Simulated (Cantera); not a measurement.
Cantera run:

```python
import numpy as np
import cantera as ct

gas_names = """
    N NO NO2 NO3 N2 N2O O O2 O3 Pb PbO Pb2
""".split()
cond_names = """
    Pb(cr) Pb(L) PbO(rd) PbO(yw) PbO(L) PbO2(s) Pb3O4(s)
""".split()


# ... load() reads the species with a 1 bar reference pressure and builds the phases ...
atoms = {
    'PbO': {'Pb': 1, 'O': 1},
    'O2': {'O': 2},
    'N2': {'N': 2},
}
top_T = {'Pb3O4(s)': 820}  # K; cautious upper limits of use, not melting points


# ... equilibrate(T, P, feed) seeds the gas with the atoms and calls Mixture.equilibrate('TP', solver="vcs", rtol=1e-11, max_steps=5000) ...
results = []
feed = {'PbO': 1, 'O2': 0.15, 'N2': 6.5}  # mol
T = 475  # K
for P in [10, 42, 180, 750, 3200, 13000, 56000, 240000, 1000000]:
    mix = equilibrate(T, P, feed)
    results.append((T, P, feed, dict(zip(mix.species_names, mix.species_moles))))

top = {s: max(r[3][s] / sum(r[3][g] for g in gas_names) for r in results) for s in gas_names}
cols = sorted((s for s in top if top[s] > 1e-05), key=lambda s: -top[s])[:9]
seen = [c for c in cond_names if any(r[3].get(c, 0) > 1e-12 for r in results)]
print("log10 of partial pressures in bar; condensed amounts in mol")
print(f"{'P/Pa':>10s}" + "".join(f"{s[:9]:>10s}" for s in cols + seen))
for T, P, feed, n in results:
    ng = sum(n[g] for g in gas_names)
    print(f"{P:10.4g}" + "".join(f"{np.log10(max(n[s] / ng * P / 1e5, 1e-99)):10.3f}" for s in cols)
          + "".join(f"{n.get(c, 0):10.4g}" for c in seen))
```

It prints:

```
log10 of partial pressures in bar; condensed amounts in mol
      P/Pa        N2        O2   PbO(rd)  Pb3O4(s)
        10    -4.010    -5.647         1         0
        42    -3.387    -5.023         1         0
       180    -2.755    -4.391         1         0
       750    -2.131    -3.988    0.6417    0.1194
      3200    -1.496    -3.988    0.2256    0.2581
   1.3e+04    -0.886    -3.988    0.1308    0.2897
   5.6e+04    -0.252    -3.988    0.1072    0.2976
   2.4e+05     0.380    -3.988    0.1017    0.2994
     1e+06     1.000    -3.988    0.1004    0.2999
```

Method: chemical equilibrium by Gibbs-energy minimisation in Cantera with the NASA 1993 tables (ideal gas, pure condensed phases).
